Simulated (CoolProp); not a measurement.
Vapour-liquid equilibrium of dimethyl ether (1) + chloromethane (R40) (2) at 0.818 MPa; x and y are mole fractions of (1).

Computed with CoolProp (multi-fluid Helmholtz-energy mixture model, Wu 2011 and Thol 2014; pair parameters Bell 2016).

```json
[
 {"x": "0.05", "bubble temperature, mixture model (K)": "___", "bubble temperature, Raoult's law (K)": "310.6", "y, mixture model": "___", "y, Raoult's law": "0.051"},
 {"x": "0.125", "bubble temperature, mixture model (K)": "311.3", "bubble temperature, Raoult's law (K)": "310.6", "y, mixture model": "___", "y, Raoult's law": "0.127"},
 {"x": "0.2", "bubble temperature, mixture model (K)": "311.7", "bubble temperature, Raoult's law (K)": "310.5", "y, mixture model": "0.187", "y, Raoult's law": "0.203"},
 {"x": "0.275", "bubble temperature, mixture model (K)": "311.9", "bubble temperature, Raoult's law (K)": "310.5", "y, mixture model": "0.263", "y, Raoult's law": "0.279"},
 {"x": "0.35", "bubble temperature, mixture model (K)": "312.1", "bubble temperature, Raoult's law (K)": "310.4", "y, mixture model": "___", "y, Raoult's law": "0.354"},
 {"x": "0.425", "bubble temperature, mixture model (K)": "312.2", "bubble temperature, Raoult's law (K)": "310.4", "y, mixture model": "___", "y, Raoult's law": "0.430"},
 {"x": "0.5", "bubble temperature, mixture model (K)": "312.2", "bubble temperature, Raoult's law (K)": "310.3", "y, mixture model": "0.503", "y, Raoult's law": "0.505"},
 {"x": "0.575", "bubble temperature, mixture model (K)": "312.1", "bubble temperature, Raoult's law (K)": "310.3", "y, mixture model": "0.584", "y, Raoult's law": "0.580"},
 {"x": "0.65", "bubble temperature, mixture model (K)": "311.9", "bubble temperature, Raoult's law (K)": "310.2", "y, mixture model": "___", "y, Raoult's law": "0.654"},
 {"x": "0.725", "bubble temperature, mixture model (K)": "311.6", "bubble temperature, Raoult's law (K)": "310.1", "y, mixture model": "___", "y, Raoult's law": "0.729"},
 {"x": "0.8", "bubble temperature, mixture model (K)": "311.3", "bubble temperature, Raoult's law (K)": "310.1", "y, mixture model": "0.818", "y, Raoult's law": "0.803"},
 {"x": "0.875", "bubble temperature, mixture model (K)": "310.8", "bubble temperature, Raoult's law (K)": "310.0", "y, mixture model": "0.890", "y, Raoult's law": "0.877"},
 {"x": "0.95", "bubble temperature, mixture model (K)": "310.3", "bubble temperature, Raoult's law (K)": "310.0", "y, mixture model": "___", "y, Raoult's law": "0.951"}
]
```

Question: What belongs in the gaps?

Answer: 
- 0.05, bubble temperature, mixture model (K): 311.0
- 0.05, y, mixture model: 0.044
- 0.125, y, mixture model: 0.114
- 0.35, y, mixture model: 0.342
- 0.425, y, mixture model: 0.422
- 0.65, y, mixture model: 0.664
- 0.725, y, mixture model: 0.742
- 0.95, y, mixture model: 0.957

The largest gap from Raoult's law is +1.9 K in bubble temperature, at x = 0.5. y crosses x between x = 0.425 and 0.5: the model has an azeotrope there.

Pair parameters are fitted to limited data, so mixtures are less certain than the pure fluids.
